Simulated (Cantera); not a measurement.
An adiabatic, constant-pressure homogeneous reactor starts with CH4 : O2 : N2 : H2O = 1 : 1 : 3.76 : 0.33 (molar parts), at 1525 K and 3750 Torr.

Cantera simulation using GRI-Mech 3.0 (53 species, 325 reactions); the numbers are that mechanism's predictions, not measurements.

Predict: time of steepest temperature rise; temperature at 1.00 s; equilibrium temperature; x(O2) at 1.00 s; x(H2O) at 1.00 s; x(NO) at 1.00 s; x(CO) at 1.00 s.


| Quantity | Value |
|---|---|
| time of steepest temperature rise | 0.424 ms |
| temperature at 1.00 s | 2505 K |
| equilibrium temperature | 2505 K |
| x(O2) at 1.00 s | 8.15e-6 (gas-phase equilibrium 8.15e-6) |
| x(H2O) at 1.00 s | 0.166 (gas-phase equilibrium 0.166) |
| x(NO) at 1.00 s | 0.000119 (gas-phase equilibrium 0.000119) |
| x(CO) at 1.00 s | 0.120 (gas-phase equilibrium 0.120) |
